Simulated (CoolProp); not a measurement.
Normal hydrogen at 380.48 K and 0.102 MPa is throttled through a valve to 0.0071 MPa with no heat exchange. Each further row changes one setting.

The numbers come from the reference Helmholtz-energy equation of state, Leachman 2009 in CoolProp.

| case | final density (kg/m³) |
|---|---|
| as stated | 0.00452 |
| outlet pressure 0.00213 MPa | 0.00136 |
| outlet pressure 0.00923 MPa | 0.00588 |
